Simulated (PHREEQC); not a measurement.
0.1 mol of Fluorite (CaF2) is brought to equilibrium with 1 kg of water, with rising amounts of CuCl2, at 55 °C. O2 is buffered at 0.21 atm. CO2 from the air is kept out. The run lets Fluorite, Portlandite, Cu(OH)2, Atacamite, CuF2:2H2O precipitate or redissolve, and no other solid.

Model: ion-association model with all activity coefficients set to 1, wateq4f.dat, run in PHREEQC.

```tsv
CuCl2 added (mol)	pH	dissolved Ca (mol/kgw)	dissolved F (mol/kgw)	Atacamite (mol)	Ca+2 (mol/kgw)	CuCl+ (mol/kgw)	HF (mol/kgw)	CuF+ (mol/kgw)
0	6.75	0.000227	0.000455	0	0.000226	0	2.15e-7	0
0.0417	3.50	0.000407	0.000815	…	0.000405	0.0162	0.000282	0.000191
0.0833	3.30	0.000489	0.000978	0.000298	0.000487	0.0428	…	0.000260
0.125	3.20	0.000542	0.00108	0.000370	0.000540	0.0719	0.000488	0.000299
0.167	3.14	0.000582	0.00116	0.000426	0.000579	0.102	0.000550	0.000325
0.208	3.09	0.000611	0.00122	0.000470	0.000609	0.131	0.000598	0.000344
0.25	3.05	0.000637	0.00127	0.000508	0.000634	0.160	0.000639	0.000359
0.292	3.02	0.000658	0.00132	0.000542	0.000655	0.189	0.000674	0.000370
0.333	…	0.000675	0.00135	0.000570	0.000673	0.216	0.000704	0.000379
0.375	2.97	0.000691	0.00138	0.000596	0.000688	0.244	…	0.000387
0.417	2.96	0.000705	0.00141	0.000620	0.000702	0.271	0.000755	0.000393
0.458	2.94	0.000718	0.00144	0.000641	0.000715	0.297	0.000776	0.000399
0.5	2.93	0.000729	0.00146	0.000660	0.000726	0.322	0.000796	0.000403
```

Q: Complete the blanks.

A: 
- 0.0417, Atacamite (mol): 0.000196
- 0.0833, HF (mol/kgw): 0.000406
- 0.333, pH: 3.00
- 0.375, HF (mol/kgw): 0.000731

Species that the database lacks are ignored. At this temperature some constants are extrapolated from 25 °C, and those without enthalpy data are left unchanged.
